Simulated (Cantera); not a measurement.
Charge: 1 mol Si3N4, 12 mol HCl, 43 mol H2, at 0.133 bar.

Equilibrium computed with Cantera from the NASA thermochemical tables; the gas is ideal and each condensed phase is pure. Candidate condensed phases: NH4Cl, Si, Si3N4; 28 gas species. Gases not in the tables: Si2H6 and higher silanes. Equilibrium is a limit: real reactors are often held back by kinetics, nucleation or transport.

### Question
Which condensed phases are stable at each of these points (T (K)): 900, 1000, 1100, 1200, 1300, 1400, 1500, 1600, 1700, 1800, 1900, 2000?

### Answer
| T (K) | condensed phases | Si condensed (%) |
|---|---|---|
| 900 | Si3N4(s) | 81.1 |
| 1000 | Si3N4(s) | 84.0 |
| 1100 | Si3N4(s) | 85.9 |
| 1200 | Si3N4(s) | 87.0 |
| 1300 | Si3N4(s) | 86.3 |
| 1400 | Si3N4(s) | 81.4 |
| 1500 | Si3N4(s) | 68.8 |
| 1600 | Si3N4(s) | 47.5 |
| 1700 | Si3N4(s) | 21.0 |
| 1800 | Si(l) | 6.8 |
| 1900 | Si(l) | 10.9 |
| 2000 | Si(l) | 14.1 |

From 900 K to 1700 K the condensed part is Si3N4(s). From 1800 K to 2000 K the condensed part is Si(l).
